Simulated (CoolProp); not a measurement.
Computed with CoolProp (reference Helmholtz-energy equation of state, Akasaka 2019).

**Question.** Give the vapour pressure (MPa), liquid density (kg/m³), vapour density (kg/m³), enthalpy of vaporisation (kJ/kg) of saturated R1234ze(Z) at 351, 360.3, 388.1 K.

**Answer.** 
| T (K) | p (MPa) | liquid density (kg/m³) | vapour density (kg/m³) | enthalpy of vaporisation (kJ/kg) |
|---|---|---|---|---|
| 351 | 0.816 | 1070 | 39.9 | 167 |
| 360.3 | 1.02 | 1030 | 50.4 | 158 |
| 388.1 | 1.84 | 911 | 100 | 125 |
